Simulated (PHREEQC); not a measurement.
A solution holds 0.22 mol/kgw KH2PO4 and 1.5 mol/kgw NaOH, at 25 °C. Closed to the air; pH follows from the charge balance.

Equilibrium calculation in PHREEQC: ion-association model, phreeqc.dat.

This is a speciation only: nothing precipitates in the calculation.

Problem. What pH does the model give?

Solution. pH 13.76.

Caution: at this ionic strength the ion-association model is outside its range; a Pitzer model would be the better tool where its parameters exist.
